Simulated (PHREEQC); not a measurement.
Consider water at 92 °C with 0.0056 mol/kgw H2SO4, 0.032 mol/kgw CuSO4 and 0.0058 mol/kgw MgSO4. Closed to the air; pH follows from the charge balance.

Equilibrium calculation in PHREEQC: ion-association model, phreeqc.dat.

Each row changes one thing in this solution. This is a speciation only: nothing precipitates in the calculation.

```tsv
case	pH	ionic strength (mol/kgw)	Cu+2 (mol/kgw)	SO4-2 (mol/kgw)	CuSO4 (mol/kgw)	HSO4- (mol/kgw)
as made	2.71	0.0828	0.0191	0.0177	0.0129	0.00882
0.0024 mol/kgw Mg(NO3)2 added	2.69	0.0866	0.0197	0.0169	0.0123	0.00870
temperature from 92 to 35 °C	2.35	0.0922	0.0188	0.0216	0.0132	0.00573
CuSO4 from 0.032 to 0.0352 mol/kgw	2.73	0.0890	0.0207	0.0192	0.0145	0.00893
diluted 5-fold with water	3.10	0.0208	0.00452	0.00480	0.00188	0.00134
CuSO4 replaced by CuCl2 at the same molality	2.26	0.0862	0.0171	0.00323	0.00205	0.00449
H2SO4 from 0.0056 to 0.00504 mol/kgw	2.76	0.0824	0.0190	0.0179	0.0130	0.00796
MgSO4 left out	2.69	0.0768	0.0193	0.0163	0.0126	0.00870
CuSO4 from 0.032 to 0.064 mol/kgw	2.87	0.143	0.0349	0.0325	0.0291	0.00951
```

Species that the database lacks are ignored. At this temperature some constants are extrapolated from 25 °C, and those without enthalpy data are left unchanged.
